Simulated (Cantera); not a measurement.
Mixture: 17.2 % CO, 1.05 % H2, 0.961 % CH4, 17.0 % O2, 63.9 % N2, at 1.10 bar, adiabatic and at constant pressure. Ignition delay is the time to a rise of 400 K.

Model: GRI-Mech 3.0 (53 species, 325 reactions), integrated in Cantera. Where the delays flatten at high temperature, the 400 K rule measures the pace of heat release, not the induction time.

Problem. Predict: delay at 1100 K; delay at 1300 K; delay at 1500 K; delay at 1700 K; delay at 1900 K.

Solution. 
```
Quantity           Result
---------------  --------
delay at 1100 K  0.545 ms
delay at 1300 K  0.148 ms
delay at 1500 K   91.2 µs
delay at 1700 K   78.6 µs
delay at 1900 K   84.8 µs
```
